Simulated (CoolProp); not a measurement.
500 sccm (0 °C, 1 atm) of nitrogen bubbles through liquid benzene at 332.3 K and leaves saturated at a total pressure of 0.15 MPa (ideal gas phase). Each further row changes one setting.

Computed with CoolProp (reference Helmholtz-energy equation of state, Thol 2012).

| case | vapour pressure (kPa) | mole fraction of vapour | delivery (mg/min) | delivery (sccm) | change of delivery for a bath 1 K warmer (%) |
|---|---|---|---|---|---|
| as stated | 50.7 | … | … | 255 | 5.6 |
| bath temperature 337.3 K | 60.4 | … | … | … | … |
| total pressure 0.3 MPa | 50.7 | 0.169 | 354 | 102 | 4.4 |

Task: Some entries are withheld; supply them.

Result: 
- as stated, mole fraction of vapour: 0.338
- as stated, delivery (mg/min): 890
- bath temperature 337.3 K, mole fraction of vapour: 0.403
- bath temperature 337.3 K, delivery (mg/min): 1170
- bath temperature 337.3 K, delivery (sccm): 337
- bath temperature 337.3 K, change of delivery for a bath 1 K warmer (%): 6.0
